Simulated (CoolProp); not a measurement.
Properties of octamethylcyclotetrasiloxane (D4) along the isotherm 599.6 K.

Model: reference Helmholtz-energy equation of state, Thol 2015, in CoolProp.

| p (MPa) | phase | Z | cp (kJ/(kg K)) | isothermal compressibility (1/MPa) |
|---|---|---|---|---|
| 0.0481 | gas | 0.9884 | 2.005 | 21.04 |
| 0.0962 | gas | 0.9766 | 2.009 | 10.65 |
| 0.144 | gas | ___ | 2.012 | 7.205 |
| 0.192 | gas | 0.9525 | 2.016 | 5.477 |
| 0.241 | gas | ___ | 2.020 | 4.426 |
| 0.289 | gas | 0.9272 | 2.024 | 3.746 |
| 0.337 | gas | 0.9144 | ___ | ___ |
| 0.385 | gas | ___ | 2.034 | 2.903 |
| 0.433 | gas | 0.8880 | 2.039 | 2.625 |
| 0.481 | gas | 0.8743 | 2.045 | 2.407 |
| 0.529 | gas | ___ | 2.052 | 2.230 |
| 0.577 | gas | 0.8463 | 2.059 | 2.087 |
| 0.625 | gas | 0.8317 | ___ | 1.968 |
| 0.674 | gas | 0.8165 | 2.075 | ___ |

**Question.** Fill in the missing entries.

**Answer.** 
- 0.144, Z: 0.9646
- 0.241, Z: 0.9398
- 0.337, cp (kJ/(kg K)): 2.029
- 0.337, isothermal compressibility (1/MPa): 3.263
- 0.385, Z: 0.9013
- 0.529, Z: 0.8605
- 0.625, cp (kJ/(kg K)): 2.067
- 0.674, isothermal compressibility (1/MPa): 1.868
